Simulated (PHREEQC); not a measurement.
Consider water at 69 °C with 0.164 mol K2CO3, 0.026 mol Na2SO4 and 0.0138 mol MgCl2 per kg of water. Closed to the air; pH follows from the charge balance.

The numbers come from PHREEQC with the Pitzer model, pitzer.dat.

Precipitation was switched off in this run.

**Question.** Estimate the pH.

**Answer.** pH 10.67.

**Question.** In which forms is Mg present?

**Answer.** MgCO3 64 %, Mg+2 29 %, MgOH+ 6.9 % of the Mg.

The solution is supersaturated, for example in Magnesite (slow to form), so a real one may precipitate; this is no full list. Away from 25 °C the constants follow the database's enthalpies or fits; those with neither stay at their 25 °C values.
